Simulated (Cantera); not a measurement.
An isothermal, constant-pressure homogeneous reactor starts with 1.14 % CH4, 98.9 % N2, at 1525 K and 2670 Pa.

Model: GRI-Mech 3.0 (53 species, 325 reactions), integrated in Cantera. GRI-Mech 3.0 stops at C3 and has no aromatics, soot or wall deposition, so with more carbon than oxygen in the feed, carbon stays in small species such as C2H2 where larger ones or solid carbon would form. Radical loss at walls, strong at low pressure, is not modelled.

x: mole fraction; the columns are a selection and need not sum to one.

| t (s) | x CH4 | x H2 | x H | x CH2 | x C2H4 | x C2H |
|---|---|---|---|---|---|---|
| 2.00e-6 | 0.0114 | 2.01e-12 | 3.14e-10 | <1e-12 | <1e-12 | <1e-12 |
| 6.91e-6 | 0.0114 | 2.36e-11 | 1.07e-9 | <1e-12 | <1e-12 | <1e-12 |
| 2.39e-5 | 0.0114 | 2.72e-10 | 3.50e-9 | <1e-12 | <1e-12 | <1e-12 |
| 8.25e-5 | 0.0114 | 2.88e-9 | 1.02e-8 | <1e-12 | <1e-12 | <1e-12 |
| 0.000285 | 0.0114 | 2.42e-8 | 2.09e-8 | <1e-12 | <1e-12 | <1e-12 |
| 0.000985 | 0.0114 | 1.31e-7 | 2.49e-8 | <1e-12 | 2.01e-12 | <1e-12 |
| 0.00340 | 0.0114 | 5.13e-7 | 2.50e-8 | 6.60e-12 | 1.07e-10 | <1e-12 |
| 0.0118 | 0.0114 | 1.84e-6 | 2.54e-8 | 5.98e-11 | ___ | <1e-12 |
| 0.0406 | 0.0114 | 6.79e-6 | 2.99e-8 | 6.13e-10 | ___ | <1e-12 |
| 0.140 | 0.0113 | 3.85e-5 | 8.46e-8 | 6.14e-9 | ___ | 2.43e-12 |
| 0.485 | 0.0107 | 0.000654 | 8.30e-7 | 4.28e-8 | ___ | 2.06e-10 |
| 1.68 | 0.00713 | 0.00592 | 4.78e-6 | 5.29e-8 | ___ | 3.16e-9 |
| 5.79 | 0.00315 | 0.0121 | 9.36e-6 | 2.86e-8 | ___ | 6.78e-9 |
| 20.0 | 0.000837 | 0.0156 | 1.45e-5 | 1.20e-8 | ___ | 1.06e-8 |

Some entries are withheld; supply them.


- 0.0118, x C2H4: 4.72e-9
- 0.0406, x C2H4: 1.95e-7
- 0.140, x C2H4: 7.38e-6
- 0.485, x C2H4: 0.000183
- 1.68, x C2H4: 0.000252
- 5.79, x C2H4: 3.47e-5
- 20.0, x C2H4: 3.23e-6
